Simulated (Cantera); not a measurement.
A closed system holds: 1 mol CH3SiCl3, 0.035 mol C3H8, 5.6 mol H2, equilibrated at 3.10 mbar.

Equilibrium computed with Cantera from the NASA thermochemical tables; the gas is ideal and each condensed phase is pure. Candidate condensed phases: C, C6H6, C7H8, C8H18, Si, SiC; 109 gas species. The feed counts by its element totals alone. The tables' values for SiCl3 are old estimates; treat these amounts as uncertain. Equilibrium is a limit: real reactors are often held back by kinetics, nucleation or transport.

At 1050 K, list the 4 most abundant gas species with their mole fractions, and the condensed phases.

H2 0.708, HCl 0.272, SiCl4 0.0187, SiHCl3 0.000505. Condensed: C(graphite) + SiC(s).
